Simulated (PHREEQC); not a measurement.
A solution holds 0.35 mmol/kgw Ca(HCO3)2, 0.2 mmol/kgw Na2SO4, 3.1 mmol/kgw MgSO4 and 0.12 mmol/kgw HBF4, at 14 °C. Closed to the air; pH follows from the charge balance.

All values are PHREEQC results (ion-association model, wateq4f.dat), not measurements.

**Question.** The ionic strength comes out as 0.0116 mol/kgw. What activity coefficients do Mg+2, SO4-2, MgHCO3+, HCO3-, H+ get?

**Answer.** Mg+2 0.66, SO4-2 0.65, MgHCO3+ 0.90, HCO3- 0.90, H+ 0.91.

Precipitation was switched off in this run. Saturation is exceeded, for instance for Fluorite; the values hold only as long as no solid forms. Complexes and solids missing from the database can't appear. At this temperature some constants are extrapolated from 25 °C, and those without enthalpy data are left unchanged. Real BF4- forms and hydrolyses slowly; the run takes it at equilibrium.
